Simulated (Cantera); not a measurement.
Thermodynamics of fluorocarbon and chlorocarbon gases, feed CHF₃ + CH₄

Input: 1 mol CHF₃, 0.028 mol CH₄, equilibrated at 850 K and 0.520 bar.

Cantera equilibrium calculation (NASA polynomials, part measured and part estimated; ideal gas, pure solids and liquids). Candidate condensed phases: C, C₆H₆, C₇H₈, C₈H₁₈; 95 gas species. Condensed phases not in the tables: fluorocarbon polymer. Gases not in the tables: C₂F₆ and larger saturated fluorocarbons. The numbers say what is thermodynamically allowed, not how fast it happens.

```yaml
x(HF): 0.702
x(CF₄): 0.298
x(H₂F₂): 1.88e-5
n(C(graphite)): 0.556 mol
gas_amount: 1.584 mol
```
